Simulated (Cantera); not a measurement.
Feed: 1 mol Si, 0.043 mol O2, 3 mol N2, at 1702 °C and 1.00 bar.

These are equilibrium values from Cantera (NASA tables, ideal gas, pure condensed phases), not measurements of a reactor. Candidate condensed phases: Si, SiO2, Si2N2O, Si3N4; 16 gas species. Mutual solubility and eutectic melting of coexisting phases are not modelled. Equilibrium is a limit: real reactors are often held back by kinetics, nucleation or transport.

Q: What is the equilibrium state?

A: 
```json
{
 "x(N2)": "0.998",
 "x(SiO)": "0.00197",
 "x(Si)": "7.78e-6",
 "x(SiN)": "2.15e-6",
 "n(Si2N2O(s))": "0.0813 mol",
 "n(Si3N4(s))": "0.278 mol",
 "gas_amount": "2.368 mol",
 "log10 activity of Si(l) (absent)": "-0.62"
}
```
